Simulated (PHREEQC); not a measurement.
A made-up water analysis in mg/kgw, 20 °C, pH 6.51, pe 8.8:

| constituent | mg/kgw |
|---|---|
| Na | 27.6 |
| K | 0.0446 |
| Ca | 23.4 |
| Mg | 2.58 |
| Cl | 17.9 |
| S(6) as SO4 | 87.5 |
| Alkalinity as HCO3 | 9.45 |
| Si as SiO2 | 0.489 |
| O(0) (dissolved oxygen) | 0.0757 |
| Zn | 4.91 |
| Cd | 4.42 |
| N(5) as NO3 | 1.65 |

Valence states are taken as typed.

Equilibrium calculation in PHREEQC: ion-association model, phreeqc.dat.

Each row changes one thing in this solution. This is a speciation only: nothing precipitates in the calculation.

```tsv
case	ionic strength (mol/kgw)	HCO3- (mol/kgw)	CO2 (mol/kgw)	CaSO4 (mol/kgw)	MgSO4 (mol/kgw)	ZnSO4 (mol/kgw)	SI of Otavite (CdCO3)	SI of Quartz (SiO2)
as made	0.00409	0.000152	0.000106	4.51e-5	9.73e-6	7.32e-6	-0.21	-1.03
Alkalinity from 9.45 to 28.3 mg/kgw	0.00424	0.000457	0.000317	4.47e-5	9.64e-6	7.05e-6	+0.26	-1.03
pH from 6.51 to 7.51 at the same alkalinity	0.00409	0.000146	1.01e-5	4.51e-5	9.73e-6	7.00e-6	+0.77	-1.04
temperature from 20 to 30 °C at the same typed pH	0.00407	0.000152	9.34e-5	4.77e-5	1.21e-5	7.72e-6	-0.12	-1.18
```

Some of these states are supersaturated (in Otavite, for instance).
